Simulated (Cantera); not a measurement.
A Cantera script and what it prints.

```python
import numpy as np
import cantera as ct

gas_names = [...]  # 116 gases of nasa_gas.yaml made of C, H, Mg, O
cond_names = """
    C(gr) C6H6(L) C7H8(L) C8H18(L),n-octa H2O(s) H2O(L) Mg(cr) Mg(L) MgCO3(s) MgO(s) MgO(L) MgO2H2(s)
""".split()


# ... load() reads the species with a 1 bar reference pressure and builds the phases ...
atoms = {
    'MgO': {'Mg': 1, 'O': 1},
    'CH4': {'C': 1, 'H': 4},
    'H2': {'H': 2},
}
top_T = {'C(gr)': 4500}  # K; cautious upper limits of use, not melting points


# ... equilibrate(T, P, feed) seeds the gas with the atoms and calls Mixture.equilibrate('TP', solver="vcs", rtol=1e-11, max_steps=5000) ...
results = []
feed = {'MgO': 1, 'CH4': 0.6, 'H2': 0.3}  # mol
T = 1523.15  # K
P = 1333.22  # Pa
mix = equilibrate(T, P, feed)
results.append((T, P, feed, dict(zip(mix.species_names, mix.species_moles))))
x = sorted(zip(gas.X, gas.species_names), reverse=True)
print(f"T = {T:g} K  P = {P:g} Pa  gas = {mix.phase_moles(0):.4g} mol")
print("   x: " + "  ".join(f"{s} {v:.3e}" for v, s in x if v > 0.0001))
print("   condensed (mol): " + ("  ".join(f"{mix.phase(i).name} {mix.phase_moles(i):.4g}"
      for i in range(1, mix.n_phases) if mix.phase_moles(i) > 1e-12) or "none"))
```

Output:

```
T = 1523.15 K  P = 1333.22 Pa  gas = 1.801 mol
   x: H2 8.325e-01  CO 8.366e-02  Mg 8.357e-02  H 1.829e-04
   condensed (mol): C(gr) 0.4492  MgO(s) 0.8493
```

Equilibrium computed with Cantera from the NASA thermochemical tables; the gas is ideal and each condensed phase is pure. The tables' values for MgH are old estimates; treat these amounts as uncertain.
